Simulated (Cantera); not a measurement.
What does this Cantera script print?

```python
import numpy as np
import cantera as ct

gas_names = [...]  # 151 gases of nasa_gas.yaml made of C, H, N, O, Si
cond_names = """
    C(gr) C6H6(L) C7H8(L) C8H18(L),n-octa H2O(s) H2O(L) Si(cr) Si(L) SiC(b) SiO2(Lqz) SiO2(hqz) SiO2(L)
    Si2N2O(s) Si3N4(a)
""".split()


# ... load() reads the species with a 1 bar reference pressure and builds the phases ...
atoms = {
    'SiC': {'Si': 1, 'C': 1},
    'H2O': {'H': 2, 'O': 1},
    'H2': {'H': 2},
    'N2O': {'N': 2, 'O': 1},
}
top_T = {'C(gr)': 4500, 'SiC(b)': 3050, 'Si2N2O(s)': 2100, 'Si3N4(a)': 2400}  # K; cautious upper limits of use, not melting points


# ... equilibrate(T, P, feed) seeds the gas with the atoms and calls Mixture.equilibrate('TP', solver="vcs", rtol=1e-11, max_steps=5000) ...
results = []
feed = {'SiC': 1, 'H2O': 0.074, 'H2': 870, 'N2O': 0.057}  # mol
P = 133.322  # Pa
for T in [1048, 1148, 1248, 1348, 1448, 1548, 1648, 1748, 1848, 1948, 2048, 2148, 2248]:
    mix = equilibrate(T, P, feed)
    results.append((T, P, feed, dict(zip(mix.species_names, mix.species_moles))))

top = {s: max(r[3][s] / sum(r[3][g] for g in gas_names) for r in results) for s in gas_names}
cols = sorted((s for s in top if top[s] > 0.0001), key=lambda s: -top[s])[:7]
seen = [c for c in cond_names if any(r[3].get(c, 0) > 1e-12 for r in results)]
print("log10 of partial pressures in bar; condensed amounts in mol")
print(f"{'T/K':>10s}" + "".join(f"{s[:9]:>10s}" for s in cols + seen))
for T, P, feed, n in results:
    ng = sum(n[g] for g in gas_names)
    print(f"{T:10.4g}" + "".join(f"{np.log10(max(n[s] / ng * P / 1e5, 1e-99)):10.3f}" for s in cols)
          + "".join(f"{n.get(c, 0):10.4g}" for c in seen))
```

Result:

```
log10 of partial pressures in bar; condensed amounts in mol
       T/K        H2         H        Si C2H2,acet        CO    SiC(b) Si2N2O(s)
      1048    -2.875    -9.550   -17.680   -11.750    -6.945    0.8864   0.05678
      1148    -2.875    -8.582   -15.029   -11.560    -6.885    0.9085   0.04555
      1248    -2.875    -7.768   -12.425   -12.162    -6.911    0.9192   0.03006
      1348    -2.875    -7.073   -10.641   -11.813    -6.999    0.9343         0
      1448    -2.875    -6.473    -9.360   -11.004    -6.998    0.9341         0
      1548    -2.876    -5.949    -8.257   -10.279    -6.987    0.9319         0
      1648    -2.876    -5.488    -7.366    -9.490    -6.911    0.9177         0
      1748    -2.878    -5.080    -6.811    -8.327    -6.760     0.873         0
      1848    -2.882    -4.716    -6.426    -7.076    -6.712    0.7307         0
      1948    -2.889    -4.392    -5.908    -6.302    -6.710   0.09754         0
      2048    -2.903    -4.101    -5.853    -6.248    -6.713         0         0
      2148    -2.925    -3.843    -5.857    -6.257    -6.723         0         0
      2248    -2.963    -3.615    -5.870    -6.276    -6.740         0         0
```

These are equilibrium values from Cantera (NASA tables, ideal gas, pure condensed phases), not measurements of a reactor. Mutual solubility and eutectic melting of coexisting phases are not modelled.
